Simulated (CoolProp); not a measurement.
A simple Rankine cycle with ammonia: condensing at 318.15 K, boiler at 7.58 MPa, turbine inlet 388.2 K, turbine efficiency 0.6, pump efficiency 0.7, no recuperator. Each further row changes one setting.

Values from CoolProp's reference Helmholtz-energy equation of state, Gao 2020.

| case | thermal efficiency (%) | net work (kJ/kg) | heat in (kJ/kg) | turbine exit temperature (K) | volume ratio over the turbine |
|---|---|---|---|---|---|
| as stated | (withheld) | (withheld) | 1020 | 318.1 | 4.25 |
| turbine inlet 408.2 K | 8.3 | 94.7 | 1140 | 318.1 | 3.81 |
| condensing temperature 310.15 K | 8.9 | (withheld) | 1060 | 310.1 | 5.26 |
| boiler pressure 5.31 MPa | 6.7 | 76.8 | (withheld) | 318.1 | 2.68 |
| turbine efficiency 0.5 | 6.3 | 64.6 | 1020 | 318.1 | 4.32 |

Problem. Fill in the missing entries.

Solution. 
- as stated, thermal efficiency (%): 7.9
- as stated, net work (kJ/kg): 80.4
- condensing temperature 310.15 K, net work (kJ/kg): 93.7
- boiler pressure 5.31 MPa, heat in (kJ/kg): 1150

The expansion ends wet for: as stated; turbine inlet 408.2 K; condensing temperature 310.15 K; boiler pressure 5.31 MPa; turbine efficiency 0.5.
